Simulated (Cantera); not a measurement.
Feed: 1 mol Al(CH3)3, 0.46 mol NH3, 60 mol N2, equilibrated at 1500 Pa.

These are equilibrium values from Cantera (NASA tables, ideal gas, pure condensed phases), not measurements of a reactor. Candidate condensed phases: Al, AlN, C, C6H6, C7H8, C8H18; 97 gas species. The feed counts by its element totals alone. Equilibrium is a limit: real reactors are often held back by kinetics, nucleation or transport.

Task: At 1648 K, list the 5 most abundant gas species with their mole fractions, and the condensed phases.

Result: N2 0.920, H2 0.0795, HCN 0.000738, H 0.000205, HNC 1.93e-5. Condensed: AlN(s) + C(graphite).
